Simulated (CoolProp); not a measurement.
R236FA along the isotherm 126.85 °C: fugacity coefficient from the reference equation and from simpler models built on Tc = 124.9 °C, pc = 3.191 MPa, ω = 0.377; each cubic takes its own stable root.

Values from CoolProp's reference Helmholtz-energy equation of state, Pan 2012.

```tsv
p (MPa)	phase	reference	van der Waals	Redlich-Kwong	Peng-Robinson
0.0151	gas	0.9984	0.9986	0.9984	0.9982
0.0222	gas	0.9976	0.9980	0.9977	0.9974
0.0326	gas	0.9965	0.9970	0.9966	0.9962
0.0479	gas	0.9949	0.9956	0.9950	0.9944
0.0703	gas	0.9925	0.9935	0.9926	0.9918
0.103	gas	0.9890	0.9905	0.9892	0.9880
0.151	gas	0.9839	0.9861	0.9841	0.9824
0.222	gas	0.9763	0.9796	0.9767	0.9742
0.326	gas	0.9653	0.9701	0.9659	0.9622
0.479	gas	0.9491	0.9561	0.9500	0.9448
0.703	gas	0.9256	0.9357	0.9269	0.9195
1.03	gas	0.8917	0.9059	0.8935	0.8831
1.51	gas	0.8423	0.8621	0.8450	0.8308
2.22	gas	0.7695	0.7967	0.7737	0.7552
3.26	supercritical	0.6568	0.6917	0.6637	0.6422
4.79	supercritical	0.4875	0.5328	0.5023	0.4824
```
